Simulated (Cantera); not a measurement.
Input: 1 mol SiHCl3, 130 mol H2, at 1375 K and 660 Pa.

These are equilibrium values from Cantera (NASA tables, ideal gas, pure condensed phases), not measurements of a reactor. Candidate condensed phases: Si; 19 gas species. The tables' values for SiCl3 are old estimates; treat these amounts as uncertain. Kinetics and transport are ignored.

Base state: H2 0.978, HCl 0.0203, SiCl2 0.00121, H 4.17e-5, SiCl3 1.21e-5 (mole fractions); condensed: Si(s).

Question: What changes in the equilibrium state with this change: H2 from 130 to 10 mol?

Answer: 
```tsv
species	before	after
H2	0.978	0.816
HCl	0.0203	0.124
SiCl2	0.00121	0.0547
SiCl4	5.56e-7	0.00114
SiCl3	1.21e-5	0.00368
Si(s), mol	0.838	0.282
```
